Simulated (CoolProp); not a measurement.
The fluid at 298.15 K and 0.00563 MPa flows at 5.1 m/s in a round tube of 6 mm bore and 1.5 µm roughness, fully developed (64/Re and Nu = 3.66 if laminar; Colebrook and Gnielinski if turbulent). The same conditions are run with several fluids, on thermodynamics alone (safety and materials aside).

The numbers come from the reference Helmholtz-energy equation of state of each fluid (methanol: de Reuck 1993; ethane: Bücker 2006; n-hexane: Thol 2019; R407C: Lemmon 2003; nitrogen: Span 2000) in CoolProp. Blends and air are pseudo-pure fits.

Problem. Rank methanol, ethane, n-hexane, R407C, nitrogen by Reynolds number, highest first.

Solution. n-hexane (958), R407C (489), methanol (232), ethane (224), nitrogen (109)

| fluid | Darcy friction factor | pressure drop (Pa/m) | heat-transfer coefficient (W/(m² K)) | mass flow (kg/h) |
|---|---|---|---|---|
| methanol | 0.276 | 43.7 | 9.21 | 0.0379 |
| ethane | 0.286 | 42.3 | 12.7 | 0.0355 |
| n-hexane | 0.0668 | 28.4 | 8.43 | 0.102 |
| R407C | 0.131 | 55.6 | 8.02 | 0.102 |
| nitrogen | 0.585 | 80.7 | 15.7 | 0.0330 |

Transport values come from each fluid's own correlations.
